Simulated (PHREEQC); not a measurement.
## Acid mine or pickling water (model solution)

A made-up water analysis in mg/kgw, 25 °C, pH 3.87, pe 9: Na 260; K 9.75; Ca 425; Mg 79.3; Cl 73.3; S(6) as SO4 1840; Al 0.228; Cu(2) 2.8; Fe(3) 1.81.

Valence states are taken as typed.

All values are PHREEQC results (ion-association model, wateq4f.dat), not measurements.

Each row changes one thing in this solution. This is a speciation only: nothing precipitates in the calculation.

```tsv
case	ionic strength (mol/kgw)	SO4-2 (mol/kgw)	Na+ (mol/kgw)	Ca+2 (mol/kgw)	CaSO4 (mol/kgw)	Mg+2 (mol/kgw)	SI of Gypsum (CaSO4:2H2O)	SI of Gibbsite (Al(OH)3)
as made	0.0514	0.0135	0.0110	0.00674	0.00386	0.00193	-0.13	-3.09
temperature from 25 to 65 °C at the same typed pH	0.0469	0.0123	0.0109	0.00631	0.00428	0.00133	-0.13	-1.27
Na from 260 to 780 mg/kgw	0.0631	0.0133	0.0330	0.00706	0.00354	0.00203	-0.16	-3.07
all concentrations times 3 at the same typed pH	0.137	0.0357	0.0320	0.0175	0.0144	0.00484	+0.45	-2.98
```

Some of these states are supersaturated (in Jarosite-K, Jarosite-Na, for instance). At this temperature some constants are extrapolated from 25 °C, and those without enthalpy data are left unchanged.
